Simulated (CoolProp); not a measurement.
Vapour-liquid equilibrium of R22 (1) + R115 (2) at 29.1 kPa; x and y are mole fractions of (1).

Computed with CoolProp (multi-fluid Helmholtz-energy mixture model, Kamei 1995 and Lemmon 2016; pair parameters Bell 2016).

| x | bubble temperature (°C) | y at the bubble point | dew temperature at overall composition x (°C) | liquid density (mol/L) |
|---|---|---|---|---|
| 0.05 | -65.8 | 0.153 | -64.4 | 10.79 |
| 0.15 | -67.7 | 0.297 | -65.8 | 11.26 |
| 0.25 | -68.4 | 0.364 | -67.1 | 11.74 |
| 0.35 | -68.7 | 0.407 | -68.3 | 12.27 |
| 0.45 | -68.8 | 0.446 | -68.8 | 12.85 |
| 0.55 | -68.7 | 0.491 | -68.3 | 13.48 |
| 0.65 | -68.3 | 0.550 | -67.5 | 14.16 |
| 0.75 | -67.7 | 0.631 | -66.6 | 14.91 |
| 0.85 | -66.7 | 0.745 | -65.7 | 15.72 |
| 0.95 | -65.2 | 0.902 | -64.8 | 16.60 |

y crosses x between x = 0.35 and 0.45: the model has an azeotrope there.

Pair parameters are fitted to limited data, so mixtures are less certain than the pure fluids.
